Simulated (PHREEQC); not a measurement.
A solution holds 0.012 mol NiCl2 and 3.7e-05 mol H3BO3 per kg of water, at 14 °C. Closed to the air; pH follows from the charge balance.

Computed with PHREEQC (ion-association model, wateq4f.dat).

The ionic strength comes out as 0.0352 mol/kgw. What activity coefficients do Ni+2, NiCl+, Cl- get?

Ni+2 0.51, NiCl+ 0.84, Cl- 0.84.

Precipitation was switched off in this run. In wateq4f.dat the enthalpy of Ni(OH)2 has the wrong sign, so its saturation index can't be trusted away from 25 °C. At this temperature some constants are extrapolated from 25 °C, and those without enthalpy data are left unchanged.
